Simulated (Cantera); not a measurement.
Input: 1 mol PbS, 0.31 mol H2, a varied amount of N2, held at 100000 Pa.

Method: chemical equilibrium by Gibbs-energy minimisation in Cantera with the NASA 1993 tables (ideal gas, pure condensed phases). Candidate condensed phases: Pb, PbS, S; 18 gas species. Mutual solubility and eutectic melting of coexisting phases are not modelled. Kinetics and transport are ignored.

Stable condensed phases, one row left out:

```
T in °C \ n(N2) in mol
         6.3   8  10  13  16  20  26  33  41  52  66
   1627    A   A   A   A   A   A   A   A   A   A   A
   1577    A   A   A   A   A   A   A   A   A   A   A
   1527    A   A   A   A   A   A   A   A   A   A   A
   1477    A   A   A   A   A   A   A   A   A   A   A
   1427    A   A   A   A   A   A   A   A   A   A   A
   1377    A   A   A   A   A   A   A   A   A   A   A
   1327    A   A   A   A   A   A   A   A   A   A   A
   1277    A   A   A   A   A   A   A   A   A   A   A
   1227    A   A   A   A   A   A   A   A   A   A   A
   1177    A   A   A   A   A   A   A   A   A   A   A
   1127    A   A   A   A   A   A   A   A   A   A   A
   1077    B   B   C   A   A   A   A   A   A   A   A
    977    B   B   B   B   B   B   C   C   C   C   A
```

A: gas only; B: Pb + PbS; C: PbS.

**Question.** Give the row for 1027 °C.

**Answer.** 6.3: Pb + PbS; 8: Pb + PbS; 10: Pb + PbS; 13: Pb + PbS; 16: PbS; 20: PbS; 26: gas only; 33: gas only; 41: gas only; 52: gas only; 66: gas only.
